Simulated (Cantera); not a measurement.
A Cantera script and what it prints.

```python
import numpy as np
import cantera as ct

gas_names = """
    H HNO HNO2 HNO3 HO2 H2 H2O H2O2 H2S H2SO4 N NH NH2 NH3 NH2OH NO NO2 NO3 N2 N2H2 N2H4 N2O O OH O2 O3
    S SH SN SO SO2 SO3 S2 S2O S8
""".split()
cond_names = """
    H2O(s) H2O(L) H2SO4(L) S(cr1) S(cr2) S(L)
""".split()


# ... load() reads the species with a 1 bar reference pressure and builds the phases ...
atoms = {
    'H2S': {'H': 2, 'S': 1},
    'H2O': {'H': 2, 'O': 1},
    'N2': {'N': 2},
}
top_T = {}  # K; cautious upper limits of use, not melting points


# ... equilibrate(T, P, feed) seeds the gas with the atoms and calls Mixture.equilibrate('TP', solver="vcs", rtol=1e-11, max_steps=5000) ...
results = []
feed = {'H2S': 1, 'H2O': 7.8, 'N2': 1.1}  # mol
P = 120000  # Pa
for T in [2123, 2223, 2323, 2423, 2523, 2623, 2723, 2823, 2923]:
    mix = equilibrate(T, P, feed)
    results.append((T, P, feed, dict(zip(mix.species_names, mix.species_moles))))

top = {s: max(r[3][s] / sum(r[3][g] for g in gas_names) for r in results) for s in gas_names}
cols = sorted((s for s in top if top[s] > 1e-06), key=lambda s: -top[s])[:8]
seen = [c for c in cond_names if any(r[3].get(c, 0) > 1e-12 for r in results)]
print("log10 of partial pressures in bar; condensed amounts in mol")
print(f"{'T/K':>10s}" + "".join(f"{s[:9]:>10s}" for s in cols + seen))
for T, P, feed, n in results:
    ng = sum(n[g] for g in gas_names)
    print(f"{T:10.4g}" + "".join(f"{np.log10(max(n[s] / ng * P / 1e5, 1e-99)):10.3f}" for s in cols)
          + "".join(f"{n.get(c, 0):10.4g}" for c in seen))
```

Output:

```
log10 of partial pressures in bar; condensed amounts in mol
       T/K       H2O        H2        N2       SO2         H        OH        SO        S2
      2123    -0.131    -0.631    -0.909    -1.211    -2.761    -3.169    -1.923    -1.958
      2223    -0.141    -0.607    -0.911    -1.185    -2.497    -2.871    -1.809    -2.087
      2323    -0.150    -0.590    -0.913    -1.169    -2.258    -2.597    -1.717    -2.240
      2423    -0.158    -0.580    -0.916    -1.161    -2.041    -2.343    -1.644    -2.414
      2523    -0.166    -0.574    -0.919    -1.161    -1.843    -2.107    -1.588    -2.603
      2623    -0.175    -0.572    -0.923    -1.167    -1.661    -1.890    -1.544    -2.797
      2723    -0.186    -0.572    -0.928    -1.179    -1.494    -1.691    -1.509    -2.985
      2823    -0.203    -0.573    -0.936    -1.199    -1.339    -1.511    -1.479    -3.156
      2923    -0.227    -0.574    -0.946    -1.227    -1.194    -1.353    -1.452    -3.299
```

Equilibrium computed with Cantera from the NASA thermochemical tables; the gas is ideal and each condensed phase is pure.
